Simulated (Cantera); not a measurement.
Feed: 1 mol CH2F2, 0.83 mol CH4, held at 1.50e-5 bar.

Equilibrium computed with Cantera from the NASA thermochemical tables; the gas is ideal and each condensed phase is pure. Candidate condensed phases: C, C6H6, C7H8, C8H18; 95 gas species. The numbers say what is thermodynamically allowed, not how fast it happens.

Task: Which condensed phases are stable at each of these points (T (K)): 1375, 1575, 1775, 1975, 2175, 2375, 2575, 2775, 2975, 3175?

Result: 
```json
[
 {"T (K)": "1375", "condensed phases": "C(graphite)", "C condensed (%)": "100.0"},
 {"T (K)": "1575", "condensed phases": "C(graphite)", "C condensed (%)": "100.0"},
 {"T (K)": "1775", "condensed phases": "C(graphite)", "C condensed (%)": "100.0"},
 {"T (K)": "1975", "condensed phases": "C(graphite)", "C condensed (%)": "99.9"},
 {"T (K)": "2175", "condensed phases": "C(graphite)", "C condensed (%)": "99.7"},
 {"T (K)": "2375", "condensed phases": "C(graphite)", "C condensed (%)": "95.3"},
 {"T (K)": "2575", "condensed phases": "gas only", "C condensed (%)": "0.0"},
 {"T (K)": "2775", "condensed phases": "gas only", "C condensed (%)": "0.0"},
 {"T (K)": "2975", "condensed phases": "gas only", "C condensed (%)": "0.0"},
 {"T (K)": "3175", "condensed phases": "gas only", "C condensed (%)": "0.0"}
]
```

From 1375 K to 2375 K the condensed part is C(graphite). From 2575 K to 3175 K nothing is condensed.
